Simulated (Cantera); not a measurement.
What does this Cantera script print?

```python
import numpy as np
import cantera as ct

surf = ct.Interface("diamond.yaml", "diamond_100")
gas, bulk = surf.adjacent["gas"], surf.adjacent["diamond"]
k = surf.kinetics_species_index(bulk.species_names[0])
cover = ["c6HH", "c6H*", "c6*H", "c6**", "c6HM", "c6B"]

rows, drift = [], 0.0
print(f"{'xH':>10s}{'um/h':>11s}" + "".join(f"{s:>11s}" for s in cover))
for v in [0.0001, 0.0002, 0.00041, 0.00084, 0.0017, 0.0035, 0.0071, 0.014, 0.029]:
    T, P, xH, xCH3 = 1100, 1100, v, 4.3e-05
    gas.TPX = T, P, {"H": xH, "CH3": xCH3, "CH4": 0.0063, "H2": 1 - xH - xCH3 - 0.0063}
    surf.TP = bulk.TP = T, P
    surf.coverages = "c6H*:0.1, c6HH:0.9"
    surf.advance_coverages(100.0)
    before = surf.coverages
    surf.advance_coverages(100.0)
    drift = max(drift, np.max(np.abs(surf.coverages - before) / (surf.coverages + 1e-9)))
    rate = surf.net_production_rates[k] * bulk.mean_molecular_weight / bulk.density * 3.6e9
    rows.append([rate, *surf[cover].coverages])
    print(f"{v:10.4g}{rate:11.4e}" + "".join(f"{x:11.3e}" for x in rows[-1][1:]))
```

Output:

```
        xH       um/h       c6HH       c6H*       c6*H       c6**       c6HM        c6B
    0.0001 7.2376e-03  6.023e-01  2.311e-02  3.663e-01  5.509e-03  1.171e-03  1.964e-11
    0.0002 1.3774e-02  5.615e-01  2.533e-02  4.014e-01  8.897e-03  1.375e-03  3.738e-11
   0.00041 2.4685e-02  5.367e-01  2.660e-02  4.215e-01  1.234e-02  1.519e-03  6.698e-11
   0.00084 4.2717e-02  5.233e-01  2.725e-02  4.318e-01  1.499e-02  1.566e-03  1.159e-10
    0.0017 7.2090e-02  5.165e-01  2.757e-02  4.368e-01  1.666e-02  1.497e-03  1.956e-10
    0.0035 1.1864e-01  5.131e-01  2.774e-02  4.395e-01  1.763e-02  1.303e-03  3.219e-10
    0.0071 1.7889e-01  5.116e-01  2.783e-02  4.409e-01  1.814e-02  1.013e-03  4.854e-10
     0.014 2.4020e-01  5.110e-01  2.790e-02  4.416e-01  1.840e-02  7.062e-04  6.518e-10
     0.029 2.9553e-01  5.107e-01  2.797e-02  4.421e-01  1.855e-02  4.248e-04  8.020e-10
```

Model: the Harris–Goodwin 1993 mechanism for the reconstructed diamond (100) surface, integrated in Cantera.
